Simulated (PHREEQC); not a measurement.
1 kg of water holding 0.061 mol/kgw KCl meets 20 L of dry gas (N2 1 by moles) at fixed total pressure, at 100 °C; fugacities by Peng-Robinson. The gases take part in no redox reaction, some water evaporates into the gas, and hydrates or a liquid gas phase aren't modelled. No solid was allowed to form.

Computed with PHREEQC (ion-association model, phreeqc.dat).

| P (atm) | dissolved N2 (mol/kgw) | φ of N2 |
|---|---|---|
| 2 | 0.000453 | 1.004 |
| 10 | 0.00403 | 1.001 |
| 20 | 0.00842 | 1.002 |
| 30 | ___ | 1.002 |
| 50 | ___ | 1.005 |
| 100 | 0.0411 | 1.013 |
| 150 | ___ | 1.025 |
| 200 | ___ | 1.040 |
| 400 | 0.139 | 1.128 |

Problem. Complete the blanks.

Solution. 
- 30, dissolved N2 (mol/kgw): 0.0127
- 50, dissolved N2 (mol/kgw): 0.0212
- 150, dissolved N2 (mol/kgw): 0.0597
- 200, dissolved N2 (mol/kgw): 0.0772

At this temperature some constants are extrapolated from 25 °C, and those without enthalpy data are left unchanged.
